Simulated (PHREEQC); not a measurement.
Solution (80 °C): 0.3 mol HF, 0.00014 mol NaF, 6.7e-05 mol H2SiF6 and 0.00013 mol H3PO4 per kg of water. Closed to the air; pH follows from the charge balance.

All values are PHREEQC results (ion-association model, phreeqc.dat), not measurements.

Precipitation was switched off in this run.

**Question.** Predict the pH, ionic strength.

**Answer.** pH 1.92; ionic strength 0.0136 mol/kgw.

**Question.** In which forms is F present?

**Answer.** HF 93 %, HF2- 4.8 %, F- 2.0 % of the F.

Species that the database lacks are ignored. Away from 25 °C the constants follow the database's enthalpies or fits; those with neither stay at their 25 °C values. SiF6-2 is the database's only silicon fluoride.
